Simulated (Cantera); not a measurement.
An isothermal, constant-pressure homogeneous reactor starts with H2 : O2 : N2 = 0.016 : 1 : 0.011 (molar parts), at 1450 K and 100 Pa.

Model: GRI-Mech 3.0 (53 species, 325 reactions), integrated in Cantera. Radical loss at walls, strong at low pressure, is not modelled.

Problem. Predict: x(H2) at 9.00 s; x(O2) at 9.00 s; x(H2O) at 9.00 s; x(H) at 9.00 s; x(HO2) at 9.00 s.

Solution. 
- x(H2) at 9.00 s = 8.07e-5 (gas-phase equilibrium 4.77e-7)
- x(O2) at 9.00 s = 0.961 (gas-phase equilibrium 0.973)
- x(H2O) at 9.00 s = 0.0142 (gas-phase equilibrium 0.0156)
- x(H) at 9.00 s = 0.000499 (gas-phase equilibrium 2.08e-7)
- x(HO2) at 9.00 s = 3.90e-8 (gas-phase equilibrium 2.98e-8)
